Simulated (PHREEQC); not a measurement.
Make-up at 20 °C: 12 mmol/kgw NiSO4, 10 mmol/kgw CuCl2 and 2.7 mmol/kgw NaH2PO4. Closed to the air; pH follows from the charge balance.

Equilibrium calculation in PHREEQC: ion-association model, wateq4f.dat.

Each row changes one thing in this solution. No solid was allowed to form.

```json
[
 {"case": "as made", "pH": "4.80", "ionic strength (mol/kgw)": "0.0615", "Cu+2 (mol/kgw)": "0.00765", "SO4-2 (mol/kgw)": "0.00735", "NiSO4 (mol/kgw)": "0.00240", "CuSO4 (mol/kgw)": "0.00220", "SI of Atacamite (Cu2(OH)3Cl)": "+0.13", "SI of Tenorite (CuO)": "-0.66"},
 {"case": "temperature from 20 to 90 °C", "pH": "4.35", "ionic strength (mol/kgw)": "0.0567", "Cu+2 (mol/kgw)": "0.00608", "SO4-2 (mol/kgw)": "0.00690", "NiSO4 (mol/kgw)": "0.00291", "CuSO4 (mol/kgw)": "0.00206", "SI of Atacamite (Cu2(OH)3Cl)": "+1.14", "SI of Tenorite (CuO)": "+0.49"},
 {"case": "0.012 mol/kgw H2SO4 added", "pH": "1.88", "ionic strength (mol/kgw)": "0.0777", "Cu+2 (mol/kgw)": "0.00711", "SO4-2 (mol/kgw)": "0.0114", "NiSO4 (mol/kgw)": "0.00303", "CuSO4 (mol/kgw)": "0.00277", "SI of Atacamite (Cu2(OH)3Cl)": "-8.77", "SI of Tenorite (CuO)": "-6.56"},
 {"case": "CuCl2 from 0.01 to 0.011 mol/kgw", "pH": "4.79", "ionic strength (mol/kgw)": "0.0641", "Cu+2 (mol/kgw)": "0.00847", "SO4-2 (mol/kgw)": "0.00727", "NiSO4 (mol/kgw)": "0.00233", "CuSO4 (mol/kgw)": "0.00235", "SI of Atacamite (Cu2(OH)3Cl)": "+0.21", "SI of Tenorite (CuO)": "-0.64"},
 {"case": "0.0013 mol/kgw Mg(NO3)2 added", "pH": "4.79", "ionic strength (mol/kgw)": "0.0649", "Cu+2 (mol/kgw)": "0.00773", "SO4-2 (mol/kgw)": "0.00724", "NiSO4 (mol/kgw)": "0.00231", "CuSO4 (mol/kgw)": "0.00212", "SI of Atacamite (Cu2(OH)3Cl)": "+0.07", "SI of Tenorite (CuO)": "-0.69"},
 {"case": "temperature from 20 to 35 °C", "pH": "4.73", "ionic strength (mol/kgw)": "0.0605", "Cu+2 (mol/kgw)": "0.00745", "SO4-2 (mol/kgw)": "0.00717", "NiSO4 (mol/kgw)": "0.00254", "CuSO4 (mol/kgw)": "0.00225", "SI of Atacamite (Cu2(OH)3Cl)": "+0.53", "SI of Tenorite (CuO)": "-0.28"}
]
```

Some of these states are supersaturated (in Cu3(PO4)2:3H2O, Antlerite, Atacamite, for instance). H3PO4, which wateq4f.dat lacks, is added to it with the constant of phreeqc.dat. Away from 25 °C the constants follow the database's enthalpies or fits; those with neither stay at their 25 °C values. The database has no phosphate complexes of Cu, Ni.
